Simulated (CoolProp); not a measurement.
Octamethyltrisiloxane (MDM) along the isobar 0.101 MPa: fugacity coefficient from the reference equation and from simpler models built on Tc = 292.2 °C, pc = 1.438 MPa, ω = 0.528; each cubic takes its own stable root.

Computed with CoolProp (reference Helmholtz-energy equation of state, Thol 2017).

| T (°C) | phase | reference |
|---|---|---|
| 231.05 | gas | 0.9638 |
| 236.95 | gas | 0.9654 |
| 242.85 | gas | 0.9669 |
| 248.75 | gas | 0.9683 |
| 254.65 | gas | 0.9696 |
| 260.55 | gas | 0.9709 |
| 266.45 | gas | 0.9721 |
| 272.35 | gas | 0.9732 |
| 278.25 | gas | 0.9743 |
| 284.15 | gas | 0.9753 |
| 290.05 | gas | 0.9763 |
| 295.95 | gas | 0.9772 |
| 301.85 | gas | 0.9781 |

Question: How far does each simpler model (van der Waals, Redlich-Kwong, Peng-Robinson) lie from the reference over these 13 states: mean and median of the absolute difference, and the worst?

Answer: 
- van der Waals: mean 0.5 %, median 0.5 %, worst +0.9 % at 231.05 °C and 0.101 MPa
- Redlich-Kwong: mean 0.1 %, median 0.1 %, worst +0.3 % at 231.05 °C and 0.101 MPa
- Peng-Robinson: mean 0.3 %, median 0.3 %, worst -0.3 % at 266.45 °C and 0.101 MPa
